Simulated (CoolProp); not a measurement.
Vapour-liquid equilibrium of hydrogen chloride (1) + n-hexane (2) at 0.232 MPa; x and y are mole fractions of (1).

Values from CoolProp's multi-fluid Helmholtz-energy mixture model, Thol 2018 and Thol 2019; pair parameters Bell 2016.

| x | bubble temperature, mixture model (°C) | bubble temperature, Raoult's law (°C) | y, mixture model | y, Raoult's law |
|---|---|---|---|---|
| 0.05 | -2.5 | 20.9 | 0.976 | 0.931 |
| 0.2 | -54.4 | -27.9 | 0.999 | 0.996 |
| 0.35 | -61.5 | -44.0 | 1.000 | 0.999 |
| 0.5 | -62.8 | -53.2 | 1.000 | 1.000 |
| 0.65 | -63.4 | -59.5 | 1.000 | 1.000 |
| 0.8 | -65.0 | -64.2 | 1.000 | 1.000 |
| 0.95 | -67.9 | -67.9 | 1.000 | 1.000 |

The largest gap from Raoult's law is -26.5 K in bubble temperature, at x = 0.2. No azeotrope shows between x = 0.05 and 0.95.

Pair parameters are fitted to limited data, so mixtures are less certain than the pure fluids. With so large a gap from Raoult's law the liquid may split in two, which this calculation doesn't test in full.
